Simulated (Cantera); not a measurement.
# Equilibrium for fluorocarbon and chlorocarbon gases: CH₂F₂ + F₂ + H₂

A closed system holds: 1 mol CH₂F₂, 0.017 mol F₂, 3 mol H₂, at 0.160 bar.

Method: chemical equilibrium by Gibbs-energy minimisation in Cantera with the NASA 1993 tables (ideal gas, pure condensed phases). Candidate condensed phases: C, C₆H₆, C₇H₈, C₈H₁₈; 95 gas species. The numbers say what is thermodynamically allowed, not how fast it happens.

From 1450 °C to 2350 °C the condensed part is C(graphite). The main C-bearing gas is C₂H₂ (acetylene) throughout. The share of C in condensed phases is highest at 1450 °C (99.9 %) and lowest at 2350 °C (90.0 %).

```
T (°C)   x H₂   x HF       x H  x C₂H₂ (acetylene)       x F     x C₂H   x C₄H₂  n C(graphite)
------  -----  -----  --------  ------------------  --------  --------  -------  -------------
1450    0.594  0.405  0.000351             5.38e-5   2.67e-8  1.98e-10  1.91e-9          0.999
1600    0.593  0.405   0.00124            0.000185   2.01e-7   4.57e-9  2.30e-8          0.998
1750    0.591  0.405   0.00365            0.000528   1.13e-6   6.60e-8  1.90e-7          0.995
1900    0.586  0.404   0.00923             0.00129   4.99e-6   6.54e-7  1.16e-6          0.987
2050    0.575  0.401    0.0206             0.00279   1.83e-5   4.78e-6  5.53e-6          0.971
2200    0.556  0.397    0.0416             0.00536   5.78e-5   2.72e-5  2.13e-5          0.944
2350    0.524  0.390    0.0762             0.00929  0.000161  0.000124  6.83e-5          0.900
```
x: gas mole fraction; n: condensed amount in mol.
